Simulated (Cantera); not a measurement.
**Equilibrium for nitride etching: AlN + O₂ + H₂ + Cl₂**

Feed: 1 mol AlN, 0.1 mol O₂, 70 mol H₂, 19 mol Cl₂, held at 1.70 mbar.

These are equilibrium values from Cantera (NASA tables, ideal gas, pure condensed phases), not measurements of a reactor. Candidate condensed phases: Al, AlCl₃, AlN, Al₂O₃, H₂O, NH₄Cl; 45 gas species. The tables' values for AlCl₂ are old estimates; treat these amounts as uncertain. Condensed phases not in the tables: AlOCl. Equilibrium is a limit: real reactors are often held back by kinetics, nucleation or transport.

From 577 °C to 1577 °C the condensed part is Al₂O₃(s). At 1777 °C nothing is condensed. The main Al-bearing gas is AlCl₃ at 577 °C and AlCl at 1777 °C.

| T (°C) | log p H₂ | log p HCl | log p H | log p Cl | log p AlCl | log p AlCl₃ | n Al₂O₃(s) |
|---|---|---|---|---|---|---|---|
| 577 | -3.00 | -3.17 | -12.19 | -12.36 | <-14 | -4.78 | 0.0667 |
| 777 | -3.00 | -3.17 | -9.59 | -9.80 | -10.92 | -4.78 | 0.0666 |
| 977 | -3.00 | -3.17 | -7.82 | -8.05 | -8.23 | -4.78 | 0.0663 |
| 1177 | -3.00 | -3.17 | -6.52 | -6.78 | -6.32 | -4.82 | 0.0650 |
| 1377 | -3.01 | -3.16 | -5.55 | -5.81 | -5.20 | -5.14 | 0.0587 |
| 1577 | -3.02 | -3.17 | -4.78 | -5.05 | -4.84 | -5.91 | 0.00853 |
| 1777 | -3.03 | -3.19 | -4.16 | -4.45 | -4.78 | -6.80 | 0 |
log p: log10 of the partial pressure in bar; n: condensed amount in mol.
